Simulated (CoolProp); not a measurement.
A single-stage vapour-compression cycle with CH2F2 (R32): evaporating at 277.15 K (dew point), condensing at 303.15 K (bubble point), superheat 8 K, subcooling 0 K, compressor efficiency 0.85, no pressure losses. Each further row changes one setting.

The numbers come from the reference Helmholtz-energy equation of state, Tillner-Roth 1997 in CoolProp.

```
case                              cooling COP  pressure ratio  discharge temperature (K)  refrigerating effect (kJ/kg)  volumetric capacity (kJ/m³)
--------------------------------  -----------  --------------  -------------------------  ----------------------------  ---------------------------
as stated                                7.57            2.09                      336.1                           271                         6430
evaporating temperature 282.15 K         9.72            1.79                      330.7                           272                         7520
condensing temperature 298.15 K          9.65            1.83                      326.5                           280                         6660
subcooling 5 K                           7.85            2.09                      336.1                           280                         6660
superheat 18 K                           7.44            2.09                      347.5                           282                         6320
compressor efficiency 0.75               6.68            2.09                      340.0                           271                         6430
```
